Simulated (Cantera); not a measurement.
Feed: 1 mol C₂F₆, 0.012 mol F₂, 0.089 mol H₂, at 2875 °C and 7.60 Pa.

Equilibrium computed with Cantera from the NASA thermochemical tables; the gas is ideal and each condensed phase is pure. Candidate condensed phases: C, C₆H₆, C₇H₈, C₈H₁₈; 95 gas species. The feed counts by its element totals alone. Equilibrium is a limit: real reactors are often held back by kinetics, nucleation or transport.

Base state: F 0.752, C 0.196, H 0.0201, C₂ 0.0114, CF 0.00897, C₃ 0.00841, HF 0.00243 (mole fractions); condensed: gas only.

**Question.** What changes in the equilibrium state with this change: temperature from 2875 °C to 875 °C?

**Answer.** 
```
species            before    after
----------------  -------  -------
CF₄                 <1e-9    0.891
HF                0.00243    0.109
F                   0.752  9.91e-7
C                   0.196    <1e-9
H                  0.0201    <1e-9
C₂                 0.0114    <1e-9
CF                0.00897    <1e-9
C₃                0.00841    <1e-9
C(graphite), mol        0    0.538
```
Gases not in the tables: C₂F₆ and larger saturated fluorocarbons.
